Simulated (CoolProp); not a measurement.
Vapour-liquid equilibrium of R113 (1) + n-hexane (2) at 1.62 MPa; x and y are mole fractions of (1).

Values from CoolProp's multi-fluid Helmholtz-energy mixture model, Marx 1992 and Thol 2019; pair parameters Bell 2016.

Task: Give the bubble temperature and the first vapour's composition at x = 0.45, 0.55, 0.65. Is there an azeotrope?

Result: x = 0.45: 177.1 °C, y = 0.521; x = 0.55: 174.6 °C, y = 0.614; x = 0.65: 172.3 °C, y = 0.703. No azeotrope shows between x = 0.05 and 0.95.

Pair parameters are fitted to limited data, so mixtures are less certain than the pure fluids.
